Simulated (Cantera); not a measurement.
# Stirred combustor or abatement burner

A perfectly stirred reactor is fed with CH₄ : C₂H₆ : O₂ : N₂ = 1 : 1.2 : 12.4 : 73.2 (molar parts), at 23000 Pa; it is adiabatic with a 725 K inlet, and is followed from long to short residence time, starting on the burning branch (τ in s: 0.022, 0.012, 0.0066, 0.0036, 0.0019, 0.0011, 0.00057, 0.00031, 0.00017, 9.2e-05).

Detailed kinetics in Cantera: GRI-Mech 3.0 (53 species, 325 reactions).

```tsv
τ (s)	T (K)	x CH₄	x C₂H₆	x O₂	x C₂H	x H₂O₂
0.022	1494	2.19e-5	6.32e-6	0.0705	2.05e-10	1.62e-7
0.012	1478	3.42e-5	9.73e-6	0.0710	2.07e-10	2.03e-7
0.0066	1456	5.58e-5	1.56e-5	0.0717	2.11e-10	2.53e-7
0.0036	1428	9.91e-5	2.71e-5	0.0731	2.26e-10	3.20e-7
0.0019	1388	0.000216	5.81e-5	0.0758	2.90e-10	4.18e-7
0.0011	725	0.0114	0.0137	0.141	<1e-12	<1e-12
0.00057	725	0.0114	0.0137	0.141	<1e-12	<1e-12
0.00031	725	0.0114	0.0137	0.141	<1e-12	<1e-12
0.00017	725	0.0114	0.0137	0.141	<1e-12	<1e-12
9.2e-5	725	0.0114	0.0137	0.141	<1e-12	<1e-12
```
x: mole fraction; the columns are a selection and need not sum to one.
